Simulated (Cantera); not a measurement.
**Catalytic combustion on Pt**

An isothermal plug-flow reactor at 825 K and 3750 Torr (inlet), inlet velocity 0.56 m/s, active area per volume 270 1/m; feed CO : O2 : N2 : H2O = 0.025 : 0.031 : 0.79 : 0.0053 (molar parts), equivalence ratio 0.40.

Computed with Cantera and Deutschmann's 1995 Pt surface mechanism with GRI-Mech 3.0 gas chemistry. Catalytic surfaces can have several steady states; this one follows from the mechanism file's or the stated starting coverage. Mass transfer to the wall is taken as infinitely fast.

```tsv
z (m)	x CO	x O2	x H2O	x CO2	θ free Pt	θ O*	θ OH*	θ CO*
0.00025	0.0290	0.0363	0.00623	0.000326	0.0651	0.00349	0.000249	0.931
0.00053	0.0287	0.0361	0.00623	0.000694	0.0655	0.00351	0.000251	0.931
0.0011	0.0279	0.0357	0.00623	0.00145	0.0664	0.00358	0.000255	0.930
0.0025	0.0260	0.0348	0.00624	0.00338	0.0688	0.00375	0.000266	0.927
0.0053	0.0219	0.0328	0.00625	0.00754	0.0750	0.00423	0.000295	0.920
0.011	0.0108	0.0273	0.00628	0.0188	0.108	0.00760	0.000476	0.884
0.025	8.22e-6	0.0221	0.00632	0.0298	0.0471	0.949	0.00353	7.42e-6
```
x: gas mole fraction; θ: surface coverage.
